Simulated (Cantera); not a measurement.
Cantera with NASA thermochemical tables; ideal gases at 1 bar, condensed phases pure. Values are per mole of reaction as written; species without (g) are pure solids or liquids, kept so even where they would boil at 1 bar.

2 SO₃(g) + 8 F(g) ⇌ 2 SF₄(g) + 3 O₂(g), with ΔH° = -1370.0 kJ and ΔS° = -569.0 J/K at 300 K.

### Question
How far is the shortcut ΔG° ≈ ΔH°(300 K) − T·ΔS°(300 K) from the full temperature-dependent value at 525, 575, 625, 675, 725, 775, 825, 875, 925 K?

### Answer
```
T (K)  shortcut (kJ)  full (kJ)  difference (kJ)  difference in log10 K
-----  -------------  ---------  ---------------  ---------------------
525          -1071.3    -1069.0             -2.3                   0.23
575          -1042.8    -1039.7             -3.2                   0.29
625          -1014.4    -1010.2             -4.2                   0.35
675           -985.9     -980.7             -5.2                   0.40
725           -957.5     -951.2             -6.3                   0.45
775           -929.0     -921.6             -7.5                   0.50
825           -900.6     -891.9             -8.7                   0.55
875           -872.1     -862.2             -9.9                   0.59
925           -843.7     -832.5            -11.2                   0.63
```
The shortcut ignores the heat-capacity change of the reaction.
